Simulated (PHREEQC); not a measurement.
0.056 g of hydrous ferric oxide (600 m²/g; 0.2 weak and 0.005 strong sites per Fe, Dzombak-Morel constants, diffuse double layer) in 1 kg of water with 0.005 mol/kgw of an inert sodium salt and 0.0025 mmol/kgw NiCl2 and 0.0024 mmol/kgw Na2SO4, at 25 °C; the pH is set by adding NaOH or the inert anion's acid. O2 is buffered at 0.21 atm. No CO2 enters from the air. No solid was allowed to form.

The series has 17 steps of pH, from 4 to 12.

Computed with PHREEQC (ion-association model, wateq4f.dat).

**Question.** Near which pH is half of the Ni sorbed, and on which side is more sorbed?

**Answer.** Near pH 6.8, with more sorbed at higher pH.

**Question.** Near which pH is half of the S sorbed, and on which side is more sorbed?

**Answer.** Near pH 6.3, with more sorbed at lower pH.

Complexes and solids missing from the database can't appear.
